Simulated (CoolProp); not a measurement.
A Linde-Hampson liquefier for normal hydrogen: isothermal reversible compression at 200 K from 1 atm to 40 MPa, throttling to 1 atm, return gas leaving the recuperator 10 K below the feed. Each further row changes one setting.

Model: reference Helmholtz-energy equation of state, Leachman 2009, in CoolProp.

```tsv
case	compression work (kJ/kg of gas)
as stated	5200
high pressure 80 MPa	6070
warm-end temperature 230 K	5950
warm-end gap 15 K	5200
```
